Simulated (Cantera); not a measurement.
A closed system holds: 1 mol Si₃N₄, 0.0055 mol C, 0.33 mol N₂, equilibrated at 133 Pa.

Equilibrium computed with Cantera from the NASA thermochemical tables; the gas is ideal and each condensed phase is pure. Candidate condensed phases: C, Si, SiC, Si₃N₄; 20 gas species. The tables' values for SiN are old estimates; treat these amounts as uncertain. The numbers say what is thermodynamically allowed, not how fast it happens. All values below are at 2125 K.

Base state: N₂ 0.864, Si 0.130, Si₂C 0.00202, Si₂ 0.00179, Si₂N 0.00102, SiN 0.000869, Si₃ 0.000362 (mole fractions); condensed: Si(l).

Task: What changes in the equilibrium state with this change: C from 0.0055 to 0.28 mol?

Result: 
```json
[
 {"species": "N₂", "before": "0.864", "after": "0.860"},
 {"species": "Si", "before": "0.130", "after": "0.130"},
 {"species": "Si₂C", "before": "0.00202", "after": "0.00585"},
 {"species": "SiC₂", "before": "7.98e-6", "after": "6.68e-5"},
 {"species": "SiN", "before": "0.000869", "after": "0.000867"},
 {"species": "Si₂N", "before": "0.00102", "after": "0.00102"},
 {"species": "Si₂", "before": "0.00179", "after": "0.00179"},
 {"species": "Si(l), mol", "before": "2.62", "after": "2.33"},
 {"species": "SiC(s), mol", "before": "0", "after": "0.264"}
]
```
Mutual solubility and eutectic melting of coexisting phases are not modelled.
